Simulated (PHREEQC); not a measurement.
Acid rinse or clean

Solution (21 °C): 0.22 mol HCl, 0.0005 mol FeCl3 and 0.00032 mol MnSO4 per kg of water. Closed to the air; pH follows from the charge balance.

Computed with PHREEQC (ion-association model, phreeqc.dat).

This is a speciation only: nothing precipitates in the calculation.

Task: What pH, activity of water, specific conductance does the model give?

Result: pH 0.76; activity of water 0.992; specific conductance 66700 µS/cm.

Task: In which forms is Mn present?

Result: Mn+2 77 %, MnCl+ 22 %, MnCl2 1.0 % of the Mn.
